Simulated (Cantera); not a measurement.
A counterflow diffusion flame at 100000 Pa, nozzles 20 mm apart: fuel side 93.2 % CH4, 6.80 % C2H6 at 525 K, oxidiser side 25.0 % O2, 75.0 % N2 at 625 K, fuel mass flux 0.77 times the oxidiser's; mixture-averaged transport, no radiation.

Computed with Cantera and GRI-Mech 3.0 (53 species, 325 reactions). GRI-Mech 3.0 has no aromatics or soot, which form on the fuel side of real flames. The maximum strain rate includes the flame's own expansion and is several times the mean.

x: mole fraction; the columns are a selection and need not sum to one.

```
oxidiser flux (kg/m²/s)  max strain (1/s)  mean strain (1/s)  T max (K)  peak x OH  peak x H  peak x NO  peak x CO  peak x C2H2
-----------------------  ----------------  -----------------  ---------  ---------  --------  ---------  ---------  -----------
0.25                                  228               47.1       2328     0.0137   0.00638   0.000535     0.0845       0.0243
0.43                                  371               81.0       2297     0.0136   0.00687   0.000453     0.0815       0.0229
0.73                                  599                138       2273     0.0135   0.00736   0.000388     0.0791       0.0215
1.2                                     …                226       2252     0.0133   0.00780          …     0.0773       0.0203
2.1                                     …                396       2221     0.0128   0.00812          …     0.0756            …
3.6                                  2600                678       2182     0.0119   0.00820   0.000176     0.0744       0.0158
6.1                                  4230               1150       2130     0.0106   0.00780   0.000102     0.0739       0.0124
```

### Question
Fill in the missing entries.

### Answer

- 1.2, max strain (1/s): 944
- 1.2, peak x NO: 0.000328
- 2.1, max strain (1/s): 1580
- 2.1, peak x NO: 0.000253
- 2.1, peak x C2H2: 0.0183
